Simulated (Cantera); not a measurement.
## CHF3 + F2 + H2 (fluorocarbon and chlorocarbon gases)

Charge: 1 mol CHF3, 0.094 mol F2, 2.3 mol H2, at 180 Pa.

Cantera equilibrium calculation (NASA polynomials, part measured and part estimated; ideal gas, pure solids and liquids). Candidate condensed phases: C, C6H6, C7H8, C8H18; 110 gas species. Ions and electrons are included (thermal ionisation). Rates play no part.

| T (°C) | log p HF | log p H | log p F | log p H2 | log p C | log p C3 | log p C2 | n C(graphite) |
|---|---|---|---|---|---|---|---|---|
| 1727 | -2.89 | -4.45 | -7.40 | -3.33 | -10.52 | -10.56 | -11.63 | 0.998 |
| 1977 | -2.90 | -3.83 | -6.33 | -3.40 | -8.44 | -8.19 | -9.24 | 0.993 |
| 2227 | -2.94 | -3.41 | -5.41 | -3.61 | -6.78 | -6.30 | -7.34 | 0.979 |
| 2477 | -2.99 | -3.19 | -4.55 | -4.06 | -5.42 | -4.77 | -5.79 | 0.788 |
| 2727 | -3.14 | -3.11 | -3.84 | -4.62 | -4.52 | -4.17 | -4.94 | 0 |
| 2977 | -3.46 | -3.04 | -3.43 | -5.09 | -4.04 | -4.52 | -4.80 | 0 |
| 3227 | -3.96 | -3.00 | -3.29 | -5.55 | -3.80 | -5.36 | -5.03 | 0 |
| 3477 | -4.51 | -2.99 | -3.25 | -5.99 | -3.75 | -6.53 | -5.54 | 0 |
| 3727 | -5.01 | -2.99 | -3.24 | -6.38 | -3.74 | -7.67 | -6.05 | 0 |
| 3977 | -5.47 | -2.99 | -3.23 | -6.74 | -3.74 | -8.70 | -6.52 | 0 |
| 4227 | -5.88 | -2.99 | -3.23 | -7.05 | -3.74 | -9.61 | -6.94 | 0 |
| 4477 | -6.25 | -2.99 | -3.23 | -7.34 | -3.74 | -10.44 | -7.31 | 0 |
| 4727 | -6.58 | -2.99 | -3.23 | -7.59 | -3.74 | -11.18 | -7.65 | 0 |
log p: log10 of the partial pressure in bar; n: condensed amount in mol.

From 1727 °C to 2477 °C the condensed part is C(graphite). From 2727 °C to 4727 °C nothing is condensed. The main C-bearing gas is C2H2 (acetylene) at 1727 °C and C at 4727 °C.
